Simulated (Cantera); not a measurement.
A freely propagating, adiabatic, planar premixed flame of CH4 : CO : O2 : N2 = 1 : 0.14 : 2.52 : 9.49 (molar parts), equivalence ratio 0.82, unburnt at 375 K and 3.16 atm; mixture-averaged transport, grid criteria slope 0.08 and curve 0.16, no radiation.

Detailed kinetics in Cantera: GRI-Mech 3.0 (53 species, 325 reactions). Burning velocities carry a grid error of a few per cent, more on coarse grids.

Question: What does this change do: O2 2.52 to 3.2 parts?

Answer: 
```json
[
 {"quantity": "laminar burning velocity", "before": "27.7 cm/s", "after": "27.8 cm/s"},
 {"quantity": "thermal thickness", "before": "0.207 mm", "after": "0.200 mm"},
 {"quantity": "peak x(C2H2)", "before": "3.56e-5", "after": "1.54e-5"},
 {"quantity": "peak x(HCN)", "before": "6.34e-7", "after": "1.44e-7"}
]
```
